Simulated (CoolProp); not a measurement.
Vapour pressure (kPa) of acetone: the reference equation beside estimates from Tc = 508.1 K, pc = 4692 kPa, ω = 0.307.

Computed with CoolProp (reference Helmholtz-energy equation of state, Lemmon 2006). It is a short technical equation, of lower accuracy than the large ones.

| T (K) | reference | Soave-Redlich-Kwong | Peng-Robinson |
|---|---|---|---|
| 372.7 | 368.0 | 370.1 | 367.3 |
| 375.3 | 393.3 | 396.0 | ___ |
| 378 | 421.0 | 424.3 | 420.6 |
| 380.6 | 449.0 | 453.0 | 448.8 |
| 383.2 | 478.4 | ___ | 478.5 |
| 385.9 | 510.5 | 516.1 | 510.8 |
| 388.5 | 542.9 | ___ | ___ |
| 391.1 | 576.9 | 584.3 | 577.8 |
| 393.8 | 613.9 | 622.3 | 615.1 |
| 396.4 | ___ | 660.6 | 652.8 |
| 399 | 690.1 | 700.7 | 692.2 |
| 401.7 | 732.5 | 744.2 | ___ |
| 404.3 | 775.0 | 788.0 | 778.1 |
| 406.9 | 819.5 | 833.8 | 823.0 |
| 409.6 | 867.6 | 883.3 | 871.8 |

Q: Some entries are withheld; supply them.

A: 
- 375.3, Peng-Robinson: 392.8
- 383.2, Soave-Redlich-Kwong: 483.2
- 388.5, Soave-Redlich-Kwong: 549.4
- 388.5, Peng-Robinson: 543.5
- 396.4, reference: 651.2
- 401.7, Peng-Robinson: 735.0

Absolute difference from the reference over all 15 rows, mean and median: Soave-Redlich-Kwong 1.2 and 1.3 %, Peng-Robinson 0.2 and 0.2 %.
